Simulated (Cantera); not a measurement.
**Mg(OH)2 + H2O + CO2 (calcination and drying)**

Feed: 1 mol Mg(OH)2, 0.084 mol H2O, 0.046 mol CO2, equilibrated at 8.80 bar.

These are equilibrium values from Cantera (NASA tables, ideal gas, pure condensed phases), not measurements of a reactor. Candidate condensed phases: C, C6H6, C7H8, C8H18, H2O, Mg, MgCO3, MgO, Mg(OH)2; 116 gas species. The numbers say what is thermodynamically allowed, not how fast it happens.

At 548 K the condensed part is MgCO3(s) + Mg(OH)2(s). From 698 K to 1448 K the condensed part is MgO(s).

```tsv
T (K)	x H2O	x CO2	x H2	x O2	x OH	x CO	x Mg(OH)2	x H	n MgCO3(s)	n Mg(OH)2(s)	n MgO(s)
548	0.993	0.00716	<1e-12	<1e-12	<1e-12	<1e-12	<1e-12	<1e-12	0.0451	0.955	0
698	0.959	0.0407	2.25e-11	1.12e-11	<1e-12	<1e-12	<1e-12	<1e-12	0	0	1.00
848	0.959	0.0407	3.34e-9	1.68e-9	5.90e-11	4.58e-11	<1e-12	<1e-12	0	0	1.00
998	0.959	0.0407	1.12e-7	5.65e-8	4.53e-9	3.28e-9	3.24e-12	<1e-12	0	0	1.00
1148	0.959	0.0407	1.52e-6	7.68e-7	1.12e-7	7.60e-8	2.29e-10	2.97e-11	0	0	1.00
1298	0.959	0.0407	1.13e-5	5.74e-6	1.33e-6	8.42e-7	6.04e-9	1.21e-9	0	0	1.00
1448	0.959	0.0407	5.59e-5	2.84e-5	9.49e-6	5.62e-6	8.05e-8	2.32e-8	0	0	1.00
```
x: gas mole fraction; n: condensed amount in mol.
